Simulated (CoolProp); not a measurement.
Properties of ethanol along the isotherm 581.7 K.

Values from CoolProp's reference Helmholtz-energy equation of state, Schroeder 2014.

| p (bar) | phase | density (kg/m³) | cp (kJ/(kg K)) | isothermal compressibility (1/MPa) | viscosity (µPa s) |
|---|---|---|---|---|---|
| 1.98 | gas | 1.896 | 2.321 | 5.077 | 17.1 |
| 3.2 | gas | 3.074 | ? | 3.152 | 17.1 |
| 5.17 | gas | 4.993 | 2.350 | 1.961 | 17.1 |
| 8.36 | gas | 8.145 | 2.381 | 1.224 | 17.1 |
| 13.5 | gas | ? | 2.433 | 0.7695 | 17.2 |
| 21.8 | gas | 22.08 | 2.524 | 0.4893 | 17.4 |
| 35.2 | gas | ? | 2.698 | 0.3185 | ? |
| 56.9 | gas | 65.48 | 3.085 | 0.2196 | 18.9 |
| 92 | supercritical | 129.2 | 4.325 | ? | 22.6 |
| 149 | supercritical | 306.3 | 5.928 | 0.08797 | 39.7 |
| 240 | supercritical | 440.1 | ? | 0.01905 | 60.2 |
| 388 | supercritical | 519.4 | 4.234 | 0.006975 | 77.7 |
| 627 | supercritical | 581.8 | 3.945 | 0.003380 | 96.0 |

Task: What belongs in the gaps?

Result: 
- 3.2, cp (kJ/(kg K)): 2.332
- 13.5, density (kg/m³): 13.34
- 35.2, density (kg/m³): 37.24
- 35.2, viscosity (µPa s): 17.8
- 92, isothermal compressibility (1/MPa): 0.1815
- 240, cp (kJ/(kg K)): 4.783

The peak of cp marks the crossing from liquid-like to gas-like fluid above the critical point.

Viscosity comes from a separate model (Kiselev 2005).
